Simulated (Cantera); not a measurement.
Cantera run:

```python
import numpy as np
import cantera as ct

gas_names = """
    CL CL2 H HCL H2 Si SiCL SiCL2 SiCL3 SiCL4 SiH SiHCL3 SiH2 SiH2CL2 SiH3 SiH3CL SiH4 Si2 Si3
""".split()
cond_names = """
    Si(cr) Si(L)
""".split()


# ... load() reads the species with a 1 bar reference pressure and builds the phases ...
atoms = {
    'SiCl4': {'Si': 1, 'CL': 4},
    'Cl2': {'CL': 2},
    'H2': {'H': 2},
}
top_T = {}  # K; cautious upper limits of use, not melting points


# ... equilibrate(T, P, feed) seeds the gas with the atoms and calls Mixture.equilibrate('TP', solver="vcs", rtol=1e-11, max_steps=5000) ...
results = []
feed = {'SiCl4': 1, 'Cl2': 1.5, 'H2': 10}  # mol
P = 100000  # Pa
for T in [575, 675, 775, 875, 975, 1075, 1175, 1275, 1375, 1475, 1575, 1675]:
    mix = equilibrate(T, P, feed)
    results.append((T, P, feed, dict(zip(mix.species_names, mix.species_moles))))
    x = sorted(zip(gas.X, gas.species_names), reverse=True)
    print(f"T = {T:g} K  P = {P:g} Pa  gas = {mix.phase_moles(0):.4g} mol")
    print("   x: " + "  ".join(f"{s} {v:.3e}" for v, s in x if v > 1e-05))
    print("   condensed (mol): " + ("  ".join(f"{mix.phase(i).name} {mix.phase_moles(i):.4g}"
          for i in range(1, mix.n_phases) if mix.phase_moles(i) > 1e-12) or "none"))
```

Output:

```
T = 575 K  P = 100000 Pa  gas = 12.5 mol
   x: H2 6.800e-01  HCL 2.400e-01  SiCL4 8.000e-02
   condensed (mol): none
T = 675 K  P = 100000 Pa  gas = 12.5 mol
   x: H2 6.800e-01  HCL 2.400e-01  SiCL4 7.997e-02  SiHCL3 2.972e-05
   condensed (mol): none
T = 775 K  P = 100000 Pa  gas = 12.5 mol
   x: H2 6.799e-01  HCL 2.401e-01  SiCL4 7.985e-02  SiHCL3 1.463e-04
   condensed (mol): none
T = 875 K  P = 100000 Pa  gas = 12.5 mol
   x: H2 6.795e-01  HCL 2.405e-01  SiCL4 7.951e-02  SiHCL3 4.916e-04
   condensed (mol): none
T = 975 K  P = 100000 Pa  gas = 12.5 mol
   x: H2 6.787e-01  HCL 2.413e-01  SiCL4 7.871e-02  SiHCL3 1.266e-03  SiCL3 1.922e-05
   condensed (mol): none
T = 1075 K  P = 100000 Pa  gas = 12.5 mol
   x: H2 6.772e-01  HCL 2.428e-01  SiCL4 7.717e-02  SiHCL3 2.674e-03  SiCL3 1.385e-04  SiH2CL2 1.084e-05
   condensed (mol): none
T = 1175 K  P = 100000 Pa  gas = 12.51 mol
   x: H2 6.744e-01  HCL 2.456e-01  SiCL4 7.436e-02  SiHCL3 4.815e-03  SiCL3 6.886e-04  SiCL2 6.230e-05  SiH2CL2 3.997e-05
   condensed (mol): none
T = 1275 K  P = 100000 Pa  gas = 12.52 mol
   x: H2 6.692e-01  HCL 2.509e-01  SiCL4 6.920e-02  SiHCL3 7.450e-03  SiCL3 2.505e-03  SiCL2 5.902e-04  SiH2CL2 1.112e-04
   condensed (mol): none
T = 1375 K  P = 100000 Pa  gas = 12.59 mol
   x: H2 6.586e-01  HCL 2.620e-01  SiCL4 5.955e-02  SiHCL3 9.551e-03  SiCL3 6.681e-03  SiCL2 3.444e-03  SiH2CL2 2.270e-04
   condensed (mol): none
T = 1475 K  P = 100000 Pa  gas = 12.73 mol
   x: H2 6.391e-01  HCL 2.824e-01  SiCL4 4.415e-02  SiCL3 1.252e-02  SiCL2 1.208e-02  SiHCL3 9.456e-03  SiH2CL2 3.179e-04  H 1.037e-05
   condensed (mol): none
T = 1575 K  P = 100000 Pa  gas = 12.95 mol
   x: H2 6.138e-01  HCL 3.089e-01  SiCL4 2.678e-02  SiCL2 2.655e-02  SiCL3 1.648e-02  SiHCL3 7.098e-03  SiH2CL2 3.106e-04  H 3.256e-05  CL 1.302e-05
   condensed (mol): none
T = 1675 K  P = 100000 Pa  gas = 13.16 mol
   x: H2 5.915e-01  HCL 3.324e-01  SiCL2 4.159e-02  SiCL3 1.641e-02  SiCL4 1.345e-02  SiHCL3 4.317e-03  SiH2CL2 2.392e-04  H 8.929e-05  CL 3.918e-05
   condensed (mol): none
```

Equilibrium computed with Cantera from the NASA thermochemical tables; the gas is ideal and each condensed phase is pure. The tables' values for SiCl3 are old estimates; treat these amounts as uncertain.
